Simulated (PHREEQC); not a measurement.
A solution holds 0.097 mol ZnSO4 per kg of water, at 42 °C. Closed to the air; pH follows from the charge balance.

Model: ion-association model, phreeqc.dat, run in PHREEQC.

This is a speciation only: nothing precipitates in the calculation.

Order these Zn species by the share of Zn that they hold, largest first: Zn(SO4)2-2, ZnSO4, Zn+2.

Zn+2 (50 %), ZnSO4 (40 %), Zn(SO4)2-2 (11 %)

The pH is 5.34 and the ionic strength 0.192 mol/kgw. Constants without temperature data keep their 25 °C values here.
